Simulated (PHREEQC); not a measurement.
Solution (25 °C): 3.8 mmol/kgw HCl and 21 mmol/kgw Li2SO4. Closed to the air; pH follows from the charge balance.

All values are PHREEQC results (ion-association model, phreeqc.dat), not measurements.

```
quantity                   before    after
------------------------  -------  -------
pH                           2.75     7.12
ionic strength (mol/kgw)   0.0606   0.0600
Li+ (mol/kgw)              0.0406   0.0405
SO4-2 (mol/kgw)            0.0179   0.0195
HSO4- (mol/kgw)           0.00168  7.75e-8
LiSO4- (mol/kgw)          0.00140  0.00152
```

Q: Name the change that produced these shifts.
(A) HCl from 0.0038 to 0.038 mol/kgw
(B) diluted 2-fold with water
(C) HCl left out
(D) temperature from 25 to 40 °C
(E) HCl from 0.0038 to 0.00342 mol/kgw

A: C, HCl left out

Precipitation was switched off in this run.
